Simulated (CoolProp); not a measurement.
Saturated liquid density (kg/m³) of propylene: the reference equation beside estimates from Tc = 91.1 °C, pc = 45.55 bar, ω = 0.146. Rackett uses Z = 0.29056 − 0.08775 ω.

Model: reference Helmholtz-energy equation of state, Lemmon 2013, in CoolProp.

```
T (°C)  reference  Rackett  van der Waals
------  ---------  -------  -------------
-49.85      612.8    605.2          386.6
-45.15      607.0    599.5          383.1
-40.45          …    593.7          379.5
-35.65      595.0    587.7          375.7
-30.95      588.9    581.8          372.0
-26.25      582.7    575.7          368.1
-21.45      576.3    569.4              …
-16.75          …    563.2              …
```

Complete the blanks.


- -40.45, reference: 601.1
- -21.45, van der Waals: 364.1
- -16.75, reference: 570.0
- -16.75, van der Waals: 360.0

Absolute difference from the reference over all 8 rows, mean and median: Rackett 1.2 and 1.2 %, van der Waals 36.9 and 36.8 %.
